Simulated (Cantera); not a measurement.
Input (Python, Cantera):

```python
import numpy as np
import cantera as ct

gas = ct.Solution("gri30.yaml")
gas.TPX = 1073, 1000000, {'H2': 1, 'O2': 0.704, 'N2': 1.97, 'H2O': 0.09}
reactor = ct.IdealGasConstPressureReactor(gas, energy="on", clone=False)
net = ct.ReactorNet([reactor])
net.rtol, net.atol = 1e-08, 1e-16
show = ['H2', 'O2', 'H2O', 'O', 'OH']
times = np.geomspace(2e-06, 0.8, 16)

steps = ct.SolutionArray(gas, extra=["t"])
rows = []
print(f"{'t/s':>10s}{'T/K':>9s}{'P/Pa':>11s}" + "".join(f"{s:>11s}" for s in show))
for t in times:
    while net.time < t:
        t_next = net.step()
        steps.append(gas.state, t=t_next)
    rows.append([np.interp(t, steps.t, y) for y in (steps.T, steps.P, *steps(*show).X.T)])
    print(f"{t:10.3e}{rows[-1][0]:9.1f}{rows[-1][1]:11.4g}" + "".join(f"{x:11.3e}" for x in rows[-1][2:]))
rate = np.gradient(steps.T, steps.t)
print("integrator steps:", len(steps.t))
if steps.T.max() > steps.T[0] + 200:
    print(f"time of steepest temperature rise: {steps.t[rate.argmax()]:.4e} s")
gas.TPX = 1073, 1000000, {'H2': 1, 'O2': 0.704, 'N2': 1.97, 'H2O': 0.09}
gas.equilibrate("HP")
print(f"equilibrium (HP): T = {gas.T:.1f} K  " + "  ".join(f"{s} {gas[s].X[0]:.3e}" for s in show))
```

Result:

```
       t/s      T/K       P/Pa         H2         O2        H2O          O         OH
 2.000e-06   1073.0      1e+06  2.657e-01  1.870e-01  2.391e-02  3.958e-11  1.533e-11
 4.726e-06   1073.0      1e+06  2.657e-01  1.870e-01  2.391e-02  4.079e-11  1.584e-11
 1.117e-05   1073.0      1e+06  2.657e-01  1.870e-01  2.391e-02  4.378e-11  1.722e-11
 2.639e-05   1073.0      1e+06  2.657e-01  1.870e-01  2.391e-02  5.154e-11  2.141e-11
 6.236e-05   1073.0      1e+06  2.657e-01  1.870e-01  2.391e-02  7.414e-11  3.671e-11
 1.474e-04   1073.0      1e+06  2.657e-01  1.870e-01  2.391e-02  1.571e-10  1.065e-10
 3.482e-04   1073.0      1e+06  2.657e-01  1.870e-01  2.391e-02  6.572e-10  5.945e-10
 8.229e-04   1073.8      1e+06  2.656e-01  1.869e-01  2.400e-02  7.641e-09  9.578e-09
 1.944e-03   2763.2      1e+06  7.727e-03  5.806e-02  3.100e-01  3.595e-03  2.189e-02
 4.595e-03   2745.3      1e+06  7.627e-03  5.199e-02  3.112e-01  3.162e-03  2.037e-02
 1.086e-02   2745.3      1e+06  7.626e-03  5.198e-02  3.112e-01  3.161e-03  2.037e-02
 2.566e-02   2745.3      1e+06  7.626e-03  5.198e-02  3.112e-01  3.161e-03  2.037e-02
 6.063e-02   2745.3      1e+06  7.626e-03  5.198e-02  3.112e-01  3.161e-03  2.037e-02
 1.433e-01   2745.3      1e+06  7.626e-03  5.198e-02  3.112e-01  3.161e-03  2.037e-02
 3.385e-01   2745.3      1e+06  7.626e-03  5.198e-02  3.112e-01  3.161e-03  2.037e-02
 8.000e-01   2745.3      1e+06  7.626e-03  5.198e-02  3.112e-01  3.161e-03  2.037e-02
integrator steps: 1688
time of steepest temperature rise: 1.8918e-03 s
equilibrium (HP): T = 2745.3 K  H2 7.626e-03  O2 5.198e-02  H2O 3.112e-01  O 3.161e-03  OH 2.037e-02
```

Detailed kinetics in Cantera: GRI-Mech 3.0 (53 species, 325 reactions). The hydrogen kinetics of GRI-Mech 3.0 are dated; newer H2 mechanisms differ, most at raised pressure.
